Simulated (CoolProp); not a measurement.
A simple Rankine cycle with R113: condensing at 316.15 K, boiler at 0.324 MPa, turbine inlet 363 K, turbine efficiency 0.6, pump efficiency 0.6, no recuperator. Each further row changes one setting.

The numbers come from the reference Helmholtz-energy equation of state, Marx 1992 in CoolProp.

| case | thermal efficiency (%) | net work (kJ/kg) | heat in (kJ/kg) | turbine exit temperature (K) | volume ratio over the turbine |
|---|---|---|---|---|---|
| as stated | 6.4 | 11.2 | 175 | (withheld) | 3.76 |
| turbine inlet 383 K | 6.3 | 12.0 | (withheld) | (withheld) | 3.73 |
| condensing temperature 308.15 K | 7.5 | (withheld) | 182 | 337.7 | 4.96 |
| boiler pressure 0.227 MPa | (withheld) | 8.45 | (withheld) | (withheld) | 2.60 |
| turbine efficiency 0.5 | 5.3 | 9.29 | 175 | 344.3 | 3.79 |

Problem. Fill in the missing entries.

Solution. 
- as stated, turbine exit temperature (K): 341.6
- turbine inlet 383 K, heat in (kJ/kg): 190
- turbine inlet 383 K, turbine exit temperature (K): 361.8
- condensing temperature 308.15 K, net work (kJ/kg): 13.6
- boiler pressure 0.227 MPa, thermal efficiency (%): 4.8
- boiler pressure 0.227 MPa, heat in (kJ/kg): 176
- boiler pressure 0.227 MPa, turbine exit temperature (K): 348.0
